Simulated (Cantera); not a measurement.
An adiabatic, constant-pressure homogeneous reactor starts with H2 : O2 : N2 = 1 : 0.333 : 1.25 (molar parts), at 1150 K and 25.0 bar. Integrator tolerance rtol = 1e-08.

Model: GRI-Mech 3.0 (53 species, 325 reactions), integrated in Cantera. The hydrogen kinetics of GRI-Mech 3.0 are dated; newer H2 mechanisms differ, most at raised pressure. The pressure lies above the range GRI-Mech 3.0 was tuned for (to about 10 atm).

What does this change do: 0.0027 parts NO added?


```json
[
 {"quantity": "time of steepest temperature rise", "before": "0.242 ms", "after": "87.3 µs"},
 {"quantity": "temperature at 1.00 s", "before": "2889 K", "after": "2894 K"},
 {"quantity": "equilibrium temperature", "before": "2889 K", "after": "2894 K"},
 {"quantity": "x(H2) at 1.00 s", "before": "0.147 (gas-phase equilibrium 0.147)", "after": "0.146 (gas-phase equilibrium 0.146)"},
 {"quantity": "x(O2) at 1.00 s", "before": "0.000143 (gas-phase equilibrium 0.000143)", "after": "0.000152 (gas-phase equilibrium 0.000152)"},
 {"quantity": "x(NO2) at 1.00 s", "before": "7.41e-8 (gas-phase equilibrium 7.41e-8)", "after": "7.91e-8 (gas-phase equilibrium 7.91e-8)"},
 {"quantity": "x(HO2) at 1.00 s", "before": "5.47e-7 (gas-phase equilibrium 5.47e-7)", "after": "5.80e-7 (gas-phase equilibrium 5.80e-7)"},
 {"quantity": "x(NO) at 1.00 s", "before": "0.000907 (gas-phase equilibrium 0.000907)", "after": "0.000943 (gas-phase equilibrium 0.000943)"}
]
```
The mechanism lacks 2 NO + O2 → 2 NO2 and HONO, so NO2 and the effect of NO are under-described below about 1400 K.

What does this change do: pressure from 25.0 bar to 0.980 bar?


```csv
quantity,before,after
time of steepest temperature rise,0.242 ms,66.6 µs
temperature at 1.00 s,2889 K,2724 K
equilibrium temperature,2889 K,2724 K
x(H2) at 1.00 s,0.147 (gas-phase equilibrium 0.147),0.144 (gas-phase equilibrium 0.144)
x(O2) at 1.00 s,0.000143 (gas-phase equilibrium 0.000143),0.000960 (gas-phase equilibrium 0.000960)
x(NO2) at 1.00 s,7.41e-8 (gas-phase equilibrium 7.41e-8),8.91e-8 (gas-phase equilibrium 8.91e-8)
x(HO2) at 1.00 s,5.47e-7 (gas-phase equilibrium 5.47e-7),7.05e-7 (gas-phase equilibrium 7.05e-7)
x(NO) at 1.00 s,0.000907 (gas-phase equilibrium 0.000907),0.00186 (gas-phase equilibrium 0.00186)
```
